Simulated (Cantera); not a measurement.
**Carbothermic reduction: PbO + CO**

A closed system holds: 1 mol PbO, 6.4 mol CO, at 1800 K and 13.3 mbar.

These are equilibrium values from Cantera (NASA tables, ideal gas, pure condensed phases), not measurements of a reactor. Candidate condensed phases: C, Pb, PbO, PbO2, Pb3O4; 15 gas species. Kinetics and transport are ignored.

```json
{
 "x(CO)": "0.730",
 "x(CO2)": "0.135",
 "x(Pb)": "0.135",
 "x(PbO)": "0.000190",
 "x(Pb2)": "1.81e-6",
 "gas_amount": "7.400 mol",
 "log10 activity of Pb(l) (absent)": "-2.18",
 "log10 activity of C(graphite) (absent)": "-5.41"
}
```
